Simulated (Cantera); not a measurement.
A perfectly stirred reactor is fed with C3H8 : O2 : N2 = 1 : 8.2 : 30.8 (molar parts), at 3750 Torr; it is adiabatic with a 350 K inlet, and is followed from long to short residence time, starting on the burning branch (τ in s: 0.093, 0.047, 0.024, 0.012, 0.0062, 0.0031, 0.0016, 0.00081, 0.00041, 0.00021, 0.00011, 5.4e-05).

Cantera simulation using GRI-Mech 3.0 (53 species, 325 reactions); the numbers are that mechanism's predictions, not measurements. GRI-Mech 3.0 was tuned for natural gas; its chemistry of propane as a main component is partial and can be far from experiment.

Q: What does this change do: 1.2 parts CO2 added?

A: 
```
quantity                                                                        before                                 after
------------------------------------------------  ------------------------------------  ------------------------------------
blow-out, bracketed by the residence times tried  burning at 0.210 ms, out at 0.110 ms  burning at 0.410 ms, out at 0.210 ms
x(C3H8) at τ = 93.0 ms                                                         6.02e-7                               8.15e-7
x(O2) at τ = 93.0 ms                                                            0.0780                                0.0758
x(CH3) at τ = 93.0 ms                                                          6.40e-7                               7.25e-7
x(C2H4) at τ = 93.0 ms                                                         2.56e-6                               3.23e-6
x(HCO) at τ = 93.0 ms                                                          3.32e-9                               3.50e-9
x(C3H8) at τ = 1.60 ms                                                         1.24e-5                               1.59e-5
x(O2) at τ = 1.60 ms                                                            0.0791                                0.0773
x(CH3) at τ = 1.60 ms                                                          9.80e-6                               1.11e-5
x(C2H4) at τ = 1.60 ms                                                         3.64e-5                               4.56e-5
x(HCO) at τ = 1.60 ms                                                          2.26e-7                               2.39e-7
```

Q: What does this change do: 1.8 parts H2 added?

A: 
| quantity | before | after |
|---|---|---|
| blow-out, bracketed by the residence times tried | burning at 0.210 ms, out at 0.110 ms | burning at 54.0 µs, the shortest tried |
| x(C3H8) at τ = 93.0 ms | 6.02e-7 | 1.51e-7 |
| x(O2) at τ = 93.0 ms | 0.0780 | 0.0546 |
| x(CH3) at τ = 93.0 ms | 6.40e-7 | 3.27e-7 |
| x(C2H4) at τ = 93.0 ms | 2.56e-6 | 7.87e-7 |
| x(HCO) at τ = 93.0 ms | 3.32e-9 | 2.59e-9 |
| x(C3H8) at τ = 1.60 ms | 1.24e-5 | 4.57e-6 |
| x(O2) at τ = 1.60 ms | 0.0791 | 0.0555 |
| x(CH3) at τ = 1.60 ms | 9.80e-6 | 6.38e-6 |
| x(C2H4) at τ = 1.60 ms | 3.64e-5 | 1.56e-5 |
| x(HCO) at τ = 1.60 ms | 2.26e-7 | 1.77e-7 |
